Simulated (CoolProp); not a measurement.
Vapour-liquid equilibrium of n-octane (1) + n-dodecane (2) at 0.00247 MPa; x and y are mole fractions of (1).

The numbers come from the multi-fluid Helmholtz-energy mixture model, Beckmüller 2019 and Lemmon 2004; pair parameters Bell 2016 in CoolProp.

```
x      bubble temperature (°C)  y at the bubble point  dew temperature at overall composition x (°C)  liquid density (mol/L)
-----  -----------------------  ---------------------  ---------------------------------------------  ----------------------
0.05                      88.1                  0.566                                          103.2                   4.163
0.125                     73.0                  0.824                                          101.5                   4.325
0.2                       63.4                  0.909                                           99.7                   4.469
0.275                     56.6                  0.947                                           97.8                   4.606
0.35                      51.4                  0.966                                           95.6                   4.742
0.425                     47.2                  0.978                                           93.3                   4.879
0.5                       43.8                  0.985                                           90.7                   5.018
0.575                     40.9                  0.990                                           87.7                   5.161
0.65                      38.4                  0.993                                           84.3                   5.309
0.725                     36.2                  0.995                                           80.2                   5.462
0.8                       34.2                  0.997                                           75.0                   5.621
0.875                     32.5                  0.998                                           67.8                   5.787
0.95                      31.0                  0.999                                           55.8                   5.960
```

No azeotrope shows between x = 0.05 and 0.95.

The pair parameters rest on a limited set of measurements; away from them the model extrapolates.
